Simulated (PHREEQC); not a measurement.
Dissolve 0.0022 mol/kgw Pb(NO3)2, 0.00038 mol/kgw HNO3 and 0.013 mol/kgw Zn(NO3)2 at 25 °C. Closed to the air; pH follows from the charge balance.

All values are PHREEQC results (ion-association model, phreeqc.dat), not measurements.

Each row changes one thing in this solution. This is a speciation only: nothing precipitates in the calculation.

| case | pH | Pb+2 (mol/kgw) | PbNO3+ (mol/kgw) | PbOH+ (mol/kgw) | Pb2OH+3 (mol/kgw) | SI of Pb(OH)2 (Pb(OH)2) |
|---|---|---|---|---|---|---|
| as made | 3.49 | 0.00182 | 0.000377 | 6.16e-8 | 5.38e-9 | -4.25 |
| HNO3 from 0.00038 to 0.000342 mol/kgw | 3.53 | 0.00182 | 0.000377 | … | 5.97e-9 | -4.16 |
| Zn(NO3)2 left out | 3.45 | 0.00210 | 0.000102 | … | … | … |
| diluted 10-fold with water | 4.45 | 0.000213 | 7.21e-6 | … | 5.95e-10 | -3.05 |
| temperature from 25 to 10 °C | 3.48 | 0.00182 | 0.000383 | 6.21e-8 | 5.30e-9 | -4.79 |

Q: Fill in the missing entries.

A: 
- HNO3 from 0.00038 to 0.000342 mol/kgw, PbOH+ (mol/kgw): 6.85e-8
- Zn(NO3)2 left out, PbOH+ (mol/kgw): 8.96e-8
- Zn(NO3)2 left out, Pb2OH+3 (mol/kgw): 5.96e-9
- Zn(NO3)2 left out, SI of Pb(OH)2 (Pb(OH)2): -4.07
- diluted 10-fold with water, PbOH+ (mol/kgw): 9.34e-8

Species that the database lacks are ignored. Constants without temperature data keep their 25 °C values here.
